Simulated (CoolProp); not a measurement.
Vapour-liquid equilibrium of n-butane (1) + cyclohexane (2) at 44.55 °C; x and y are mole fractions of (1).

The numbers come from the multi-fluid Helmholtz-energy mixture model, Bücker 2006 and Zhou 2014; pair parameters Bell 2016 in CoolProp.

```
x     bubble pressure (MPa)  y at the bubble point  dew pressure at overall composition x (MPa)  liquid density (mol/L)
----  ---------------------  ---------------------  -------------------------------------------  ----------------------
0.05                0.04387                  0.357                                      0.03090                   9.020
0.15                0.07759                  0.672                                      0.03418                   9.107
0.25                 0.1163                  0.806                                      0.03825                   9.189
0.35                 0.1580                  0.876                                      0.04343                   9.262
0.45                 0.2008                  0.917                                      0.05026                   9.328
0.55                 0.2432                  0.943                                      0.05968                   9.383
0.65                 0.2847                  0.961                                      0.07353                   9.427
0.75                 0.3253                  0.975                                      0.09602                   9.457
0.85                 0.3656                  0.986                                       0.1393                   9.471
0.95                 0.4071                  0.995                                       0.2581                   9.463
```

No azeotrope shows between x = 0.05 and 0.95.

The pair parameters rest on a limited set of measurements; away from them the model extrapolates.
